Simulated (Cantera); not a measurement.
What does this Cantera script print?

```python
import numpy as np
import cantera as ct

gas_names = """
    CL Fe2CL6
""".split()
cond_names = """
    FeCL2(s) FeCL2(L) Fe(a) Fe(c) Fe(d) Fe(L)
""".split()


# ... load() reads the species with a 1 bar reference pressure and builds the phases ...
species = {s.name: s for s in load("nasa_gas.yaml", gas_names) + load("nasa_condensed.yaml", cond_names)}
# Each term lists the table entries of one substance; the one whose range holds T is used.
reactions = {
    'FeCl2 = 2 Cl(g) + Fe':
        [(-1, ['FeCL2(s)', 'FeCL2(L)']), (2, ['CL']), (1, ['Fe(a)', 'Fe(c)', 'Fe(d)', 'Fe(L)'])],
    '3 FeCl2 = Fe2Cl6(g) + Fe':
        [(-3, ['FeCL2(s)', 'FeCL2(L)']), (1, ['Fe2CL6']), (1, ['Fe(a)', 'Fe(c)', 'Fe(d)', 'Fe(L)'])],
}


def pick(names, T):
    return next(species[n] for n in names if species[n].thermo.min_temp <= T <= species[n].thermo.max_temp)


results = []
for label, terms in reactions.items():
    print(label)
    print("     T/K   dH/kJ  dS/(J/K)   dG/kJ   log10 K")
    for T in [623, 723, 823, 923, 1023, 1123, 1223, 1323, 1423]:
        used = [(nu, pick(names, T)) for nu, names in terms]
        dH = sum(nu * s.thermo.h(T) for nu, s in used) / 1e6
        dS = sum(nu * s.thermo.s(T) for nu, s in used) / 1e3
        dG = dH - T * dS / 1e3
        logK = -dG * 1e6 / (ct.gas_constant * T * np.log(10))
        results.append((label, T, dH, dS, dG, logK, [s.name for _, s in used]))
        print(f"{T:8g} {dH:8.1f} {dS:8.1f} {dG:8.1f} {logK:8.2f}")
```

Result:

```
FeCl2 = 2 Cl(g) + Fe
     T/K   dH/kJ  dS/(J/K)   dG/kJ   log10 K
     623    582.3    234.8    436.0   -36.56
     723    581.8    234.1    412.6   -29.81
     823    581.4    233.6    389.2   -24.70
     923    581.4    233.5    365.9   -20.70
    1023    538.1    187.9    345.8   -17.66
    1123    538.3    188.2    327.0   -15.21
    1223    537.0    187.1    308.2   -13.16
    1323    534.7    185.2    289.6   -11.43
    1423    532.3    183.5    271.2    -9.95
3 FeCl2 = Fe2Cl6(g) + Fe
     T/K   dH/kJ  dS/(J/K)   dG/kJ   log10 K
     623    360.0    185.4    244.5   -20.50
     723    356.1    179.7    226.2   -16.34
     823    352.3    174.7    208.5   -13.23
     923    348.8    170.6    191.3   -10.82
    1023    213.6     28.5    184.4    -9.42
    1123    207.2     22.6    181.8    -8.46
    1223    199.3     15.8    179.9    -7.68
    1323    190.3      8.8    178.7    -7.05
    1423    181.4      2.3    178.1    -6.54
```

Source: NASA polynomial tables (part measured, part estimated), evaluated in Cantera. Condensed species are held in their standard states even where they would react or evaporate.
